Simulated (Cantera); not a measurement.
What does this Cantera script print?

```python
import numpy as np
import cantera as ct

gas = ct.Solution("h2o2.yaml")
gas.TPX = 1198, 39000, {'H2': 1, 'O2': 1.04, 'N2': 3.92}
reactor = ct.IdealGasReactor(gas, energy="on", clone=False)
net = ct.ReactorNet([reactor])
net.rtol, net.atol = 1e-08, 1e-16
show = ['H2', 'O2', 'H2O', 'OH', 'H', 'O']
times = np.geomspace(1e-06, 0.1, 11)

steps = ct.SolutionArray(gas, extra=["t"])
rows = []
print(f"{'t/s':>10s}{'T/K':>9s}{'P/Pa':>11s}" + "".join(f"{s:>11s}" for s in show))
for t in times:
    while net.time < t:
        t_next = net.step()
        steps.append(gas.state, t=t_next)
    rows.append([np.interp(t, steps.t, y) for y in (steps.T, steps.P, *steps(*show).X.T)])
    print(f"{t:10.3e}{rows[-1][0]:9.1f}{rows[-1][1]:11.4g}" + "".join(f"{x:11.3e}" for x in rows[-1][2:]))
rate = np.gradient(steps.T, steps.t)
print("integrator steps:", len(steps.t))
if steps.T.max() > steps.T[0] + 200:
    print(f"time of steepest temperature rise: {steps.t[rate.argmax()]:.4e} s")
gas.TPX = 1198, 39000, {'H2': 1, 'O2': 1.04, 'N2': 3.92}
gas.equilibrate("UV")
print(f"equilibrium (UV): T = {gas.T:.1f} K  " + "  ".join(f"{s} {gas[s].X[0]:.3e}" for s in show))
```

Result:

```
       t/s      T/K       P/Pa         H2         O2        H2O         OH          H          O
 1.000e-06   1198.0    3.9e+04  1.678e-01  1.745e-01  1.752e-11  3.238e-11  7.313e-10  3.961e-11
 3.162e-06   1198.0    3.9e+04  1.678e-01  1.745e-01  3.793e-10  2.075e-10  2.418e-09  3.162e-10
 1.000e-05   1198.0    3.9e+04  1.678e-01  1.745e-01  7.789e-09  1.448e-09  1.227e-08  2.563e-09
 3.162e-05   1198.0    3.9e+04  1.678e-01  1.745e-01  4.428e-07  4.543e-08  3.575e-07  8.298e-08
 1.000e-04   1215.0  3.953e+04  1.535e-01  1.681e-01  1.024e-02  1.010e-03  7.337e-03  1.728e-03
 3.162e-04   2311.6  7.048e+04  8.951e-03  9.142e-02  1.556e-01  2.164e-02  7.600e-03  1.256e-02
 1.000e-03   2501.1  7.535e+04  3.845e-03  9.352e-02  1.682e-01  1.661e-02  1.833e-03  5.205e-03
 3.162e-03   2501.8  7.537e+04  3.827e-03  9.354e-02  1.683e-01  1.658e-02  1.819e-03  5.180e-03
 1.000e-02   2501.8  7.537e+04  3.827e-03  9.354e-02  1.683e-01  1.658e-02  1.819e-03  5.180e-03
 3.162e-02   2501.8  7.537e+04  3.827e-03  9.354e-02  1.683e-01  1.658e-02  1.819e-03  5.180e-03
 1.000e-01   2501.8  7.537e+04  3.827e-03  9.354e-02  1.683e-01  1.658e-02  1.819e-03  5.180e-03
integrator steps: 1112
time of steepest temperature rise: 1.1901e-04 s
equilibrium (UV): T = 2501.8 K  H2 3.827e-03  O2 9.354e-02  H2O 1.683e-01  OH 1.658e-02  H 1.819e-03  O 5.180e-03
```

Detailed kinetics in Cantera: the H2/O2 subset of GRI-Mech 3.0, which has no nitrogen chemistry.
